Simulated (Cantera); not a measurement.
**Dilute partial oxidation**

An isothermal, constant-pressure homogeneous reactor starts with CH4 : O2 : N2 = 0.015 : 0.025 : 1 (molar parts), equivalence ratio 1.2, at 1225 K and 8.80 bar.

Model: GRI-Mech 3.0 (53 species, 325 reactions), integrated in Cantera. The temperature is held fixed by assumption; the heat of reaction is taken as removed at once.

```
t (s)       x CH4     x O2     x CH2      x CO    x CH2O   x C2H       x H
--------  -------  -------  --------  --------  --------  ------  --------
0.000200   0.0144   0.0240    <1e-12  1.01e-11   9.36e-9  <1e-12  3.52e-11
0.000726   0.0144   0.0240    <1e-12  9.06e-10   2.02e-7  <1e-12  1.49e-10
0.00263    0.0144   0.0240    <1e-12   8.33e-8   2.98e-6  <1e-12  3.93e-10
0.00955    0.0144   0.0240    <1e-12   2.62e-6   1.82e-5  <1e-12  9.78e-10
0.0346     0.0139   0.0237  5.97e-12  0.000119  0.000132  <1e-12   1.06e-8
0.126     5.20e-5  6.86e-5  1.23e-11   0.00750   1.32e-7  <1e-12   4.72e-7
0.456     4.88e-5  6.30e-6    <1e-12   0.00686   5.13e-9  <1e-12   6.16e-8
1.65      4.87e-5  1.17e-6    <1e-12   0.00654  8.92e-10  <1e-12   1.56e-8
6.00      4.87e-5  1.49e-7    <1e-12   0.00622  3.69e-10  <1e-12   7.20e-9
```
x: mole fraction; the columns are a selection and need not sum to one.

Equilibrium at this temperature and pressure: CH4 6.11e-10, O2 <1e-12, CH2 <1e-12, CO 0.00384, CH2O 9.36e-11, C2H <1e-12, H 8.00e-9 (gas phase only).
